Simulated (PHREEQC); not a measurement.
**Copper plating or etch bath**

Make-up at 20 °C: 0.016 mol CuSO4, 0.25 mol HCl and 0.057 mol NaCl per kg of water. Closed to the air; pH follows from the charge balance.

Equilibrium calculation in PHREEQC: ion-association model, phreeqc.dat.

Each row changes one thing in this solution. Precipitation was switched off in this run.

| case | pH | ionic strength (mol/kgw) | SI of Halite (NaCl) |
|---|---|---|---|
| as made | 0.73 | 0.338 | -3.63 |
| temperature from 20 to 40 °C | 0.74 | 0.331 | -3.66 |
| HCl from 0.25 to 0.375 mol/kgw | 0.56 | 0.461 | -3.50 |
| CuSO4 left out | 0.71 | 0.307 | -3.62 |
| CuSO4 from 0.016 to 0.0016 mol/kgw | 0.71 | 0.310 | -3.62 |
| temperature from 20 to 70 °C | 0.74 | 0.321 | (withheld) |
| NaCl from 0.057 to 0.0285 mol/kgw | 0.73 | 0.310 | (withheld) |

Problem. Some entries are withheld; supply them.

Solution. 
- temperature from 20 to 70 °C, SI of Halite (NaCl): -3.71
- NaCl from 0.057 to 0.0285 mol/kgw, SI of Halite (NaCl): -3.97

At this temperature some constants are extrapolated from 25 °C, and those without enthalpy data are left unchanged.
